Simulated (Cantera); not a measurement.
Mixture: 12.4 % CH₄, 16.5 % O₂, 71.1 % N₂, equivalence ratio 1.5, at 10.0 bar, adiabatic and at constant pressure. Ignition delay is the time to a rise of 400 K.

Detailed kinetics in Cantera: GRI-Mech 3.0 (53 species, 325 reactions).

Question: At T0 = 1550 K, what is the delay, and which 7 reactions control it most (d ln τ / d ln k, from doubling and halving each rate constant)?

Answer: The delay is 0.158 ms.
```json
[
 {"reaction": "CH3 + O2 <=> CH3O + O", "d ln τ / d ln k": "-0.42", "faster rate": "shortens it"},
 {"reaction": "2 CH3 (+M) <=> C2H6 (+M)", "d ln τ / d ln k": "0.40", "faster rate": "lengthens it"},
 {"reaction": "H + O2 <=> O + OH", "d ln τ / d ln k": "-0.28", "faster rate": "shortens it"},
 {"reaction": "CH4 + H <=> CH3 + H2", "d ln τ / d ln k": "0.22", "faster rate": "lengthens it"},
 {"reaction": "CH3 + HO2 <=> CH3O + OH", "d ln τ / d ln k": "-0.21", "faster rate": "shortens it"},
 {"reaction": "CH3 + O2 <=> CH2O + OH", "d ln τ / d ln k": "-0.21", "faster rate": "shortens it"},
 {"reaction": "CH2O + O2 <=> HCO + HO2", "d ln τ / d ln k": "-0.18", "faster rate": "shortens it"}
]
```
